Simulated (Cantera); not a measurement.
Charge: 1 mol TEOS, 1.3 mol NO, 0.23 mol H2, held at 600 °C and 21.0 mbar.

Cantera equilibrium calculation (NASA polynomials, part measured and part estimated; ideal gas, pure solids and liquids). The feed counts by its element totals alone. Rates play no part.

| species | before | after |
|---|---|---|
| H2 | 0.719 | 0.691 |
| CO | 0.206 | 0.143 |
| H2O | 0.0132 | 0.0557 |
| CH4 | 0.00486 | 0.0286 |
| CO2 | 0.0101 | 0.0306 |
| N2 | 0.0471 | 0.0511 |
| NH3 | 4.21e-6 | 2.62e-5 |
| C(graphite), mol | 4.95 | 5.43 |
| SiO2(β-quartz), mol | 1.00 | 1.00 |
Gas species are given as mole fractions.

Task: Which change was made?
(A) temperature from 600 °C to 1825 °C
(B) temperature from 600 °C to 950 °C
(C) pressure from 21.0 mbar to 0.133 bar
(D) NO from 1.3 to 0.12 mol

Result: C, pressure from 21.0 mbar to 0.133 bar
